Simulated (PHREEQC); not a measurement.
Dissolve 0.013 mol KOH and 0.004 mol CO2 per kg of water at 25 °C. Closed to the air; pH follows from the charge balance.

All values are PHREEQC results (ion-association model, phreeqc.dat), not measurements.

Precipitation was switched off in this run.

Estimate the pH, ionic strength, specific conductance.

pH 11.65; ionic strength 0.0169 mol/kgw; specific conductance 2270 µS/cm.

In which forms is C present?

CO3-2 97 %, HCO3- 3.2 % of the C.
